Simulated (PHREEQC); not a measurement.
**Copper plating or etch bath: an equilibrium model**

Consider water at 18 °C with 2 mmol/kgw CuCl2, 0.29 mmol/kgw H2SO4 and 2.5 mmol/kgw NaCl. Closed to the air; pH follows from the charge balance.

Model: ion-association model, phreeqc.dat, run in PHREEQC.

Precipitation was switched off in this run.

### Question
Estimate the pH.

### Answer
pH 3.28.

### Question
In which forms is Cu present?

### Answer
Cu+2 97 %, CuSO4 2.1 %, CuCl+ 0.8 % of the Cu.

Species that the database lacks are ignored.
